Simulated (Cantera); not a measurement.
# Premixed flame

A freely propagating, adiabatic, planar premixed flame of 48.0 % H2, 10.9 % O2, 41.1 % N2, equivalence ratio 2.2, unburnt at 450 K and 8.40 bar; multicomponent+Soret transport, grid criteria slope 0.08 and curve 0.16, no radiation.

Detailed kinetics in Cantera: the H2/O2 subset of GRI-Mech 3.0, which has no nitrogen chemistry. The hydrogen kinetics of GRI-Mech 3.0 are dated; newer H2 mechanisms differ, most at raised pressure. Burning velocities carry a grid error of a few per cent, more on coarse grids.

| z (mm) | T (K) | u (m/s) | x H2 | x O2 | x H2O2 | x OH | x O | x H2O |
|---|---|---|---|---|---|---|---|---|
| -0.0827 | 450 | 4.52 | 0.480 | 0.109 | <1e-8 | <1e-8 | <1e-8 | 5.63e-8 |
| -0.0552 | 450 | 4.52 | 0.480 | 0.109 | <1e-8 | <1e-8 | <1e-8 | 6.43e-7 |
| -0.0414 | 451 | 4.51 | 0.478 | 0.109 | 3.64e-8 | <1e-8 | <1e-8 | 5.91e-6 |
| -0.0276 | 457 | 4.51 | 0.471 | 0.111 | 7.51e-7 | <1e-8 | 1.26e-7 | 9.64e-5 |
| -0.0138 | 581 | 5.36 | 0.424 | 0.117 | 6.35e-5 | 5.82e-5 | 1.19e-5 | 0.00705 |
| -0.00689 | 929 | 8.38 | 0.390 | 0.103 | 0.000124 | 0.000748 | 0.000195 | 0.0432 |
| 0 | 1322 | 11.9 | 0.348 | 0.0714 | 4.43e-5 | 0.00130 | 0.000847 | 0.106 |
| 0.00689 | 1591 | 14.3 | 0.306 | 0.0380 | 6.15e-6 | 0.00202 | 0.00120 | 0.169 |
| 0.0138 | 1741 | 15.7 | 0.281 | 0.0168 | 2.49e-6 | 0.00236 | 0.000875 | 0.209 |
| 0.0276 | 1869 | 16.8 | 0.267 | 0.00299 | 9.24e-7 | 0.00237 | 0.000339 | 0.236 |
| 0.0552 | 1961 | 17.6 | 0.270 | 0.000221 | 3.16e-7 | 0.00203 | 0.000141 | 0.242 |
| 0.110 | 2031 | 18.1 | 0.276 | 2.89e-5 | 1.36e-7 | 0.00146 | 6.07e-5 | 0.244 |
| 0.221 | 2079 | 18.5 | 0.280 | 9.26e-6 | 5.56e-8 | 0.000916 | 2.14e-5 | 0.246 |
x: mole fraction of selected species; z is measured from the peak of heat release.

The laminar burning velocity is 452 cm/s and the thermal thickness is 0.0276 mm. The peak x(H2O2) comes out as 0.000127, the peak x(OH) comes out as 0.00241 and the peak x(O) is 0.00120. The grid points comes out as 115.
